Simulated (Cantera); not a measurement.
Input: 1 mol CH2F2, 0.068 mol H2, equilibrated at 2248.15 K and 2.80e-5 bar.

Cantera equilibrium calculation (NASA polynomials, part measured and part estimated; ideal gas, pure solids and liquids). Candidate condensed phases: C, C6H6, C7H8, C8H18; 95 gas species. Rates play no part.

Base state: HF 0.895, H 0.0785, F 0.0222, H2 0.00319, CF 0.000304, C3 0.000224, C 0.000126, C2 1.97e-5 (mole fractions); condensed: C(graphite).

Question: What changes in the equilibrium state with this change: CH2F2 replaced by CH3F?

Answer: 
```tsv
species	before	after
H	0.0785	0.506
HF	0.895	0.359
H2	0.00319	0.133
F	0.0222	0.00138
CF2	1.11e-5	4.29e-8
C2H2 (acetylene)	1.06e-5	0.000439
C(graphite), mol	0.997	0.995
```
